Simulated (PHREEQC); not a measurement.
PHREEQC input (Pitzer model, pitzer.dat):

```
SOLUTION 1
  temp 25
  units mol/kgw
  pH 7 charge
  Cl 0.3186
  Mg 0.0081
  S(6) 0.0038
  C(4) 0.038
  Na 0.348
END
USE solution 1
INCREMENTAL_REACTIONS false
REACTION 1
  H2O -1
  0 9.886 18.011 24.689 30.178 34.689 38.397 41.444
  43.949 46.007 47.699 49.089 50.232 51.172 51.944 52.578
  53.1 53.528 53.88 54.17 54.408 54.603 54.764 54.896
  55.005 55.094 55.168 55.228 moles
EQUILIBRIUM_PHASES 1
  Bischofite 0 0
  Bloedite 0 0
  Brucite 0 0
  Burkeite 0 0
  Epsomite 0 0
  Halite 0 0
  Hexahydrite 0 0
  Kieserite 0 0
  Magnesite 0 0
  Mirabilite 0 0
  Nahcolite 0 0
  Natron 0 0
  Thenardite 0 0
  Trona 0 0
  MgCl2_4H2O 0 0
  CO2(g) -3.4 10
SELECTED_OUTPUT 1
  -reset false
  -pH true
  -pe true
  -ionic_strength true
  -water true
  -activities H2O
  -totals C Cl Mg Na S
  -molalities H+ Na+ Mg+2 Cl- CO3-2 SO4-2 OH- HCO3- CO2 HSO4-
    MgOH+ MgCO3
  -equilibrium_phases Bischofite Bloedite Brucite Burkeite Epsomite Halite Hexahydrite Kieserite Magnesite Mirabilite
    Nahcolite Natron Thenardite Trona MgCl2_4H2O
PRINT
  -reset false
END
```

Selected output (columns that matter, 16 of 28 rows; water left (kg) added in front):

```
water left (kg)	pH	mu	C	Cl	Mg	Na	S	m_H+	m_Na+	la_H2O	Halite	Magnesite	Thenardite	Trona
1.00021	9.2069	0.35622	0.017693	0.31853	9.0506e-05	0.34793	0.0037992	8.0054e-10	0.34793	-0.0049153	0	0.0080095	0	0
0.675738	9.2791	0.52836	0.024812	0.47148	7.2368e-05	0.51499	0.0056235	6.6346e-10	0.51499	-0.007261	0	0.0080511	0	0
0.456553	9.3383	0.78375	0.034777	0.69784	5.9505e-05	0.76223	0.0083232	5.5051e-10	0.76223	-0.010775	0	0.0080728	0	0
0.37529	9.3627	0.95452	0.041169	0.84894	5.429e-05	0.92728	0.010125	4.9968e-10	0.92728	-0.013158	0	0.0080796	0	0
0.253607	9.4007	1.4156	0.05772	1.2563	4.517e-05	1.3722	0.014984	4.0367e-10	1.3722	-0.019763	0	0.0080885	0	0
0.171413	9.4241	2.0985	0.081072	1.8587	3.6647e-05	2.0302	0.022169	3.0943e-10	2.0302	-0.030124	0	0.0080937	0	0
0.115899	9.4339	3.1092	0.1143	2.7489	2.7992e-05	3.0026	0.032787	2.1392e-10	3.0026	-0.047019	0	0.0080968	0	0
0.0783816	9.4347	4.6042	0.16221	4.0647	1.9937e-05	4.4398	0.048481	1.2244e-10	4.4398	-0.076104	0	0.0080984	0	0
0.0644772	9.435	5.6004	0.19384	4.9413	1.6805e-05	5.3973	0.058936	8.2844e-11	5.3973	-0.09856	0	0.0080989	0	0
0.0436557	9.4879	6.8012	0.27996	5.8213	1.4459e-05	6.4948	0.087045	4.8965e-11	6.4948	-0.12619	0.064466	0.0080994	0	0
0.0296063	9.5777	7.1263	0.40702	5.6756	1.4056e-05	6.6687	0.12835	4.2423e-11	6.6687	-0.12757	0.15057	0.0080996	0	0
0.0200962	9.6666	7.6055	0.59312	5.4618	1.3836e-05	6.9248	0.18909	3.7699e-11	6.9248	-0.12963	0.20884	0.0080997	0	0
0.013627	9.709	8.0233	0.71384	5.2814	1.3793e-05	7.1487	0.27886	3.6075e-11	7.1487	-0.1314	0.24663	0.0080998	0	0.0013179
0.0112029	9.7079	8.1478	0.71231	5.2325	1.3804e-05	7.2159	0.3392	3.6208e-11	7.2159	-0.13188	0.25998	0.0080998	0	0.0023932
0.00756686	9.7047	8.4852	0.7087	5.1001	1.3836e-05	7.3982	0.50219	3.6489e-11	7.3982	-0.13319	0.28001	0.0080999	0	0.0040037
0.00510669	9.7012	8.8251	0.70573	4.9672	1.3869e-05	7.5819	0.66564	3.6655e-11	7.5819	-0.13451	0.29323	0.0080999	0.0004008	0.0050821
```
